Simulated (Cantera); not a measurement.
Counterflow diffusion flame

A counterflow diffusion flame at 428 Torr, nozzles 20 mm apart: fuel side H2 : N2 = 1 : 0.51 (molar parts) at 450 K, oxidiser side O2 : N2 = 0.26 : 0.74 (molar parts) at 625 K, fuel mass flux 0.69 times the oxidiser's; mixture-averaged transport, no radiation.

Model: the H2/O2 subset of GRI-Mech 3.0, which has no nitrogen chemistry, integrated in Cantera. The maximum strain rate includes the flame's own expansion and is several times the mean.

| oxidiser flux (kg/m²/s) | max strain (1/s) | mean strain (1/s) | T max (K) | peak x OH | peak x H | peak x H2O | peak x HO2 |
|---|---|---|---|---|---|---|---|
| 0.34 | 472 | 125 | 2330 | 0.0246 | 0.0237 | 0.289 | 4.68e-5 |
| 0.51 | 677 | 187 | 2261 | 0.0244 | 0.0270 | 0.285 | 5.96e-5 |
| 0.77 | 983 | 282 | 2186 | 0.0239 | 0.0306 | 0.281 | 7.36e-5 |
| 1.2 | 1480 | 440 | 2101 | 0.0230 | 0.0351 | 0.277 | 8.87e-5 |
| 1.7 | 2030 | 623 | 2031 | 0.0220 | 0.0387 | 0.273 | 0.000101 |
| 2.6 | 3020 | 953 | 1945 | 0.0206 | 0.0431 | 0.269 | 0.000115 |
| 3.9 | 4400 | 1430 | 1864 | 0.0191 | 0.0475 | 0.264 | 0.000130 |
x: mole fraction; the columns are a selection and need not sum to one.
